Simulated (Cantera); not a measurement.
Pyrogenic steam for wet oxidation

An isothermal, constant-pressure homogeneous reactor starts with H2 : O2 : N2 : H2O = 0.42 : 1 : 15 : 0.085 (molar parts), equivalence ratio 0.21, at 1050 K and 750 Torr.

Detailed kinetics in Cantera: GRI-Mech 3.0 (53 species, 325 reactions).

| t (s) | x H2 | x O2 | x NO2 | x H | x NO | x H2O |
|---|---|---|---|---|---|---|
| 1.00e-5 | 0.0254 | 0.0606 | <1e-12 | 3.44e-11 | <1e-12 | 0.00515 |
| 4.60e-5 | 0.0254 | 0.0606 | <1e-12 | 2.26e-10 | <1e-12 | 0.00515 |
| 0.000211 | 0.0254 | 0.0606 | <1e-12 | 3.24e-8 | <1e-12 | 0.00515 |
| 0.000972 | 0.00247 | 0.0496 | 7.82e-10 | 9.12e-5 | 1.21e-7 | 0.0284 |
| 0.00447 | 0.000419 | 0.0487 | 1.41e-8 | 1.06e-6 | 1.10e-7 | 0.0306 |
| 0.0206 | 9.99e-5 | 0.0485 | 3.93e-8 | 7.35e-8 | 8.48e-8 | 0.0309 |
| 0.0946 | 1.10e-5 | 0.0485 | 5.94e-8 | 2.82e-9 | 6.47e-8 | 0.0310 |
| 0.435 | 2.38e-7 | 0.0485 | 3.61e-8 | 2.82e-11 | 8.80e-8 | 0.0310 |
| 2.00 | 1.96e-10 | 0.0485 | 3.92e-9 | <1e-12 | 1.20e-7 | 0.0310 |
x: mole fraction; the columns are a selection and need not sum to one.

Equilibrium at this temperature and pressure: H2 5.13e-11, O2 0.0485, NO2 5.10e-7, H <1e-12, NO 2.76e-5, H2O 0.0310 (gas phase only).
